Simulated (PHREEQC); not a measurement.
Make-up at 14 °C: 4.1 mmol/kgw H3AsO4 and 5.4 mmol/kgw H2SO4. Closed to the air; pH follows from the charge balance.

All values are PHREEQC results (ion-association model, wateq4f.dat), not measurements.

Each row changes one thing in this solution. Precipitation was switched off in this run.

| case | pH | ionic strength (mol/kgw) |
|---|---|---|
| as made | 2.02 | 0.0141 |
| H3AsO4 left out | 2.08 | 0.0128 |
| temperature from 14 to 65 °C | 2.09 | 0.0111 |
| temperature from 14 to 20 °C | 2.03 | 0.0138 |
| H2SO4 left out | 2.57 | 0.00282 |
| H3AsO4 from 0.0041 to 0.041 mol/kgw | 1.76 | 0.0223 |

Away from 25 °C the constants follow the database's enthalpies or fits; those with neither stay at their 25 °C values.
